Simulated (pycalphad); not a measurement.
**Effect of C content in Hf-C**

Computed with pycalphad from the COST 507 light-alloy database (1999), at 1 atm. These are 1990s assessments: newer ones move some temperatures and phases. Phase fractions are per mole of atoms. Kinetics are ignored, which matters at the lower temperatures.

Problem. One of these alloys has its liquidus at 2247 °C, its solidus at 2206 °C, and holds HCP_A3 1.00 at 727 °C. Which?
(A) Hf-3.58C (at.%)
(B) Hf-2.68C (at.%)
(C) Hf-7.16C (at.%)

Solution. B, Hf-2.68C (at.%). The others: Hf-3.58C (at.%), liquidus 2275, solidus 2221; Hf-7.16C (at.%), liquidus 2534, solidus 2294

HCP_A3 is hcp.
